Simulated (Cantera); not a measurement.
An isothermal, constant-pressure homogeneous reactor starts with 43.5 % C₂H₄, 56.5 % H₂, at 1475 K and 1.20 bar.

Model: GRI-Mech 3.0 (53 species, 325 reactions), integrated in Cantera. GRI-Mech 3.0 was tuned for natural gas; its chemistry of ethylene as a main component is partial and can be far from experiment. GRI-Mech 3.0 stops at C3 and has no aromatics, soot or wall deposition, so with more carbon than oxygen in the feed, carbon stays in small species such as C2H2 where larger ones or solid carbon would form.

x: mole fraction; the columns are a selection and need not sum to one.

| t (s) | x C₂H₄ | x H₂ | x C₂H₂ | x H | x CH₃ | x C₂H₆ |
|---|---|---|---|---|---|---|
| 3.00e-6 | 0.435 | 0.565 | 1.12e-5 | 1.14e-8 | 2.87e-12 | ? |
| 9.53e-6 | 0.435 | 0.565 | 3.59e-5 | 3.51e-8 | 4.72e-11 | ? |
| 3.02e-5 | 0.435 | 0.565 | 0.000116 | 1.11e-7 | 5.81e-10 | ? |
| 9.60e-5 | 0.434 | 0.565 | 0.000393 | 3.74e-7 | 6.43e-9 | ? |
| 0.000305 | 0.432 | 0.566 | 0.00160 | 2.01e-6 | 9.84e-8 | ? |
| 0.000968 | 0.406 | 0.572 | 0.0193 | 2.48e-5 | 6.11e-6 | ? |
| 0.00307 | 0.257 | 0.607 | 0.121 | 3.74e-5 | 2.42e-5 | ? |
| 0.00976 | 0.106 | 0.638 | 0.222 | 3.18e-5 | 3.50e-5 | ? |
| 0.0310 | 0.0664 | 0.633 | 0.246 | 2.40e-5 | 4.24e-5 | ? |
| 0.0984 | 0.0616 | 0.603 | 0.241 | 1.76e-5 | 5.56e-5 | ? |
| 0.312 | 0.0558 | 0.556 | 0.234 | 1.20e-5 | 6.71e-5 | 0.000327 |
| 0.992 | 0.0505 | 0.513 | 0.226 | 9.02e-6 | 7.45e-5 | 0.000311 |
| 3.15 | 0.0491 | 0.501 | 0.224 | 8.45e-6 | 7.63e-5 | 0.000309 |
| 10.0 | 0.0491 | 0.501 | 0.224 | 8.44e-6 | 7.64e-5 | 0.000309 |

Complete the blanks.


- 3.00e-6, x C₂H₆: 3.06e-9
- 9.53e-6, x C₂H₆: 3.39e-8
- 3.02e-5, x C₂H₆: 3.54e-7
- 9.60e-5, x C₂H₆: 3.68e-6
- 0.000305, x C₂H₆: 4.80e-5
- 0.000968, x C₂H₆: 0.00114
- 0.00307, x C₂H₆: 0.00156
- 0.00976, x C₂H₆: 0.000666
- 0.0310, x C₂H₆: 0.000401
- 0.0984, x C₂H₆: 0.000362
